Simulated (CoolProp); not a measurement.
Vapour-liquid equilibrium of R113 (1) + ethanol (2) at 159.35 °C; x and y are mole fractions of (1).

Model: multi-fluid Helmholtz-energy mixture model, Marx 1992 and Schroeder 2014; pair parameters Bell 2016, in CoolProp.

| x | bubble pressure, mixture model (MPa) | bubble pressure, Raoult's law (MPa) | y, mixture model | y, Raoult's law |
|---|---|---|---|---|
| 0.05 | 1.433 | 1.248 | 0.153 | 0.058 |
| 0.2 | 1.766 | 1.278 | 0.363 | 0.225 |
| 0.35 | 1.897 | 1.309 | 0.455 | 0.385 |
| 0.5 | 1.943 | 1.339 | 0.523 | 0.538 |
| 0.65 | 1.928 | 1.369 | 0.600 | 0.683 |
| 0.8 | 1.824 | 1.399 | 0.710 | 0.823 |
| 0.95 | 1.571 | 1.429 | 0.899 | 0.957 |

The largest gap from Raoult's law is +45.1 % in bubble pressure, at x = 0.5. y crosses x between x = 0.5 and 0.65: the model has an azeotrope there.

The pair parameters rest on a limited set of measurements; away from them the model extrapolates.
